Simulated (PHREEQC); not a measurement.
A solution holds 0.0018 mol LiBr and 0.006 mol CaCl2 per kg of water, at 89 °C. Closed to the air; pH follows from the charge balance.

Model: ion-association model, phreeqc.dat, run in PHREEQC.

This is a speciation only: nothing precipitates in the calculation.

Task: Estimate the specific conductance.

Result: specific conductance 4430 µS/cm.

Complexes and solids missing from the database can't appear. At this temperature some constants are extrapolated from 25 °C, and those without enthalpy data are left unchanged.
